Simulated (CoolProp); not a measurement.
Vapour-liquid equilibrium of cis-2-butene (1) + acetone (2) at 602 kPa; x and y are mole fractions of (1).

The numbers come from the multi-fluid Helmholtz-energy mixture model, Lemmon 2005 and Lemmon 2006; pair parameters Bell 2016 in CoolProp.

Give the bubble temperature and the first vapour's composition at x = 0.35, 0.45, 0.95. Is there an azeotrope?

x = 0.35: 351.2 K, y = 0.730; x = 0.45: 346.7 K, y = 0.782; x = 0.95: 335.4 K, y = 0.968. No azeotrope shows between x = 0.05 and 0.95.

Pair parameters are fitted to limited data, so mixtures are less certain than the pure fluids.
